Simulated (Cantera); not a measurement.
A Cantera script and what it prints.

```python
import numpy as np
import cantera as ct

gas_names = """
    H H2 H2S N NH NH2 NH3 N2 N2H2 N2H4 Ni NiS S SH SN S2 S8
""".split()
cond_names = """
    Ni(cr) Ni(L) NiS(b) NiS(a) NiS(L) NiS2(s) NiS2(L) Ni3S2(I) Ni3S2(II) Ni3S2(L) Ni3S4(s) S(cr1) S(cr2)
    S(L)
""".split()


def load(file, names, dense=False):
    # The tables refer to 1 bar. Condensed volumes are neglected.
    table = {s.name: s for s in ct.Species.list_from_file(file)}
    out = []
    for n in names:
        d = dict(table[n].input_data)
        d["thermo"] = dict(d["thermo"], **{"reference-pressure": 1e5})
        if dense:
            d["equation-of-state"] = {"model": "constant-volume", "density": "1e6 g/cm^3"}
        out.append(ct.Species.from_dict(d))
    return out


gas = ct.Solution(thermo="ideal-gas", species=load("nasa_gas.yaml", gas_names))
cond = {s.name: ct.Solution(thermo="fixed-stoichiometry", species=[s], name=s.name)
        for s in load("nasa_condensed.yaml", cond_names, dense=True)}
atoms = {
    'NiS': {'Ni': 1, 'S': 1},
    'H2': {'H': 2},
    'N2': {'N': 2},
}
top_T = {'Ni3S4(s)': 620}  # K; cautious upper limits of use, not melting points


def equilibrate(T, P, feed):
    n = {}
    for name, mol in feed.items():
        for a, k in atoms[name].items():
            n[a] = n.get(a, 0.0) + k * mol
    gas.TPX = T, P, n
    mass = sum(n.values()) * gas.mean_molecular_weight
    gas.equilibrate("TP")
    valid = [c for c in cond.values() if c.min_temp <= T <= top_T.get(c.name, c.max_temp)]
    mix = ct.Mixture([(gas, mass / gas.mean_molecular_weight)] + [(c, 0.0) for c in valid])
    mix.T, mix.P = T, P
    mix.equilibrate("TP", solver="vcs", rtol=1e-11, max_steps=5000)
    return mix


results = []
feed = {'NiS': 1, 'H2': 24, 'N2': 52}  # mol
T = 2100  # K
P = 64  # Pa
mix = equilibrate(T, P, feed)
results.append((T, P, feed, dict(zip(mix.species_names, mix.species_moles))))
print(gas.report(threshold=0.0001))
for i in range(1, mix.n_phases):
    print(f"{mix.phase(i).name:16s} {mix.phase_moles(i):12.5e} mol")
```

Output:

```
       temperature   2100 K
          pressure   64 Pa
           density   7.2779e-05 kg/m^3
  mean mol. weight   19.855 kg/kmol
   phase of matter   gas

                          1 kg             1 kmol
                     ---------------   ---------------
          enthalpy        3.9739e+06        7.8903e+07  J
   internal energy        3.0945e+06        6.1443e+07  J
           entropy             15052        2.9886e+05  J/K
    Gibbs function       -2.7635e+07        -5.487e+08  J
 heat capacity c_p              1737             34490  J/K
 heat capacity c_v            1318.3             26175  J/K

                      mass frac. Y      mole frac. X     chem. pot. / RT
                     ---------------   ---------------   ---------------
                 H         0.0032244          0.063513           -14.158
                H2          0.027002           0.26594           -28.316
               H2S        0.00018394        0.00010718           -47.742
                N2           0.91281           0.64697           -34.896
                Ni          0.036508           0.01235           -12.227
                 S          0.013247         0.0082043           -19.427
                SH         0.0026518         0.0015923           -33.585
                S2         0.0039481         0.0012226           -38.853
     [   +9 minor]        0.00042127        9.3009e-05

Ni(L)             0.00000e+00 mol
NiS(L)            0.00000e+00 mol
NiS2(L)           0.00000e+00 mol
Ni3S2(L)          0.00000e+00 mol
S(L)              0.00000e+00 mol
```

Equilibrium computed with Cantera from the NASA thermochemical tables; the gas is ideal and each condensed phase is pure.
